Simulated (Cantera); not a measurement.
Feed: 1 mol Si, 7.4 mol H₂, held at 323 Torr.

These are equilibrium values from Cantera (NASA tables, ideal gas, pure condensed phases), not measurements of a reactor. Candidate condensed phases: Si; 9 gas species. Equilibrium is a limit: real reactors are often held back by kinetics, nucleation or transport. All values below are at 1225 K.

Base state: H₂ 1.000 (mole fractions); condensed: Si(s).

### Question
What changes in the equilibrium state with this change: Si replaced by SiCl₄?

### Answer
```tsv
species	before	after
H₂	1.000	0.822
SiCl₄	0	0.0683
HCl	0	0.0601
SiHCl₃	0	0.0291
SiCl₂	0	0.00931
SiCl₃	0	0.00897
SiH₂Cl₂	0	0.00166
Si(s), mol	1.000	0
```
The tables' values for SiCl₃ are old estimates; treat these amounts as uncertain.
